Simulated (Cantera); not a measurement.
# Ignition delay

Mixture: 5.77 % CH4, 21.0 % O2, 73.2 % N2, equivalence ratio 0.55, at 4.93 atm, adiabatic and at constant pressure. Ignition delay is the time to a rise of 400 K.

Computed with Cantera and GRI-Mech 3.0 (53 species, 325 reactions).

| T0 (K) | delay (ms) |
|---|---|
| 1150 | 13.6 |
| 1225 | 5.09 |
| 1300 | 2.05 |
| 1375 | 0.883 |
| 1450 | 0.407 |
| 1525 | 0.200 |

```yaml
apparent activation energy between 1375 and 1525 K: 170 kJ/mol
```
